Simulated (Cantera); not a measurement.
Input: 1 mol TiO2, 0.26 mol MgCl2, 1.6 mol O2, equilibrated at 625 °C and 190000 Pa.

Equilibrium computed with Cantera from the NASA thermochemical tables; the gas is ideal and each condensed phase is pure. Candidate condensed phases: Mg, MgCl2, MgO, MgTiO3, MgTi2O5, Mg2TiO4, Ti, TiCl2, TiCl3, TiCl4, TiO, TiO2, Ti2O3, Ti3O5, Ti4O7; 20 gas species. Condensed phases not in the tables: TiOCl, alloys, solid solutions and most ternary compounds. Rates play no part.

Base state: O2 0.850, Cl2 0.150, Cl 2.01e-5 (mole fractions); condensed: MgTi2O5(s) + TiO2(rutile).

Problem. What changes in the equilibrium state with this change: MgCl2 from 0.26 to 2.5 mol?

Solution. 
```csv
species,before,after
Cl2,0.150,0.791
O2,0.850,0.209
Cl,2.01e-5,4.61e-5
"MgTi2O5(s), mol",0.260,0
"TiO2(rutile), mol",0.480,0
"MgCl2(s), mol",0,0.406
"MgO(s), mol",0,0.0938
"Mg2TiO4(s), mol",0,1.00
```
